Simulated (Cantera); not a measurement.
Charge: 1 mol Al, a varied amount of Cl2, 5.8 mol N2, at 1200 K and 0.170 bar.

Method: chemical equilibrium by Gibbs-energy minimisation in Cantera with the NASA 1993 tables (ideal gas, pure condensed phases). Candidate condensed phases: Al, AlCl3, AlN; 11 gas species. The tables' values for AlCl2 are old estimates; treat these amounts as uncertain. Rates play no part.

x: gas mole fraction; n: condensed amount in mol.

| n(Cl2) (mol) | x N2 | x Cl2 | x AlCl3 | x Cl | n AlN(s) |
|---|---|---|---|---|---|
| 0.36 | 0.958 | 2.70e-11 | 0.0424 | [?] | 0.760 |
| 0.6 | 0.932 | 3.66e-11 | 0.0678 | [?] | 0.600 |
| 0.85 | 0.908 | 4.45e-11 | 0.0921 | 7.65e-8 | 0.433 |
| 1.1 | 0.885 | 5.10e-11 | 0.115 | 8.19e-8 | 0.267 |
| 1.3 | 0.869 | 5.55e-11 | 0.131 | 8.54e-8 | 0.133 |
| 1.6 | 0.840 | 0.0138 | 0.145 | [?] | 0 |
| 1.8 | 0.816 | 0.0410 | 0.141 | [?] | 0 |
| 2.1 | 0.783 | 0.0793 | 0.135 | [?] | 0 |
| 2.3 | 0.762 | 0.103 | 0.131 | [?] | 0 |
| 2.6 | 0.733 | 0.137 | 0.126 | 0.00424 | 0 |
| 2.8 | 0.714 | 0.158 | 0.123 | 0.00455 | 0 |
| 3.1 | 0.689 | 0.188 | 0.119 | [?] | 0 |

Q: Some entries are withheld; supply them.

A: 
- 0.36, x Cl: 5.96e-8
- 0.6, x Cl: 6.93e-8
- 1.6, x Cl: 0.00135
- 1.8, x Cl: 0.00232
- 2.1, x Cl: 0.00323
- 2.3, x Cl: 0.00368
- 3.1, x Cl: 0.00496
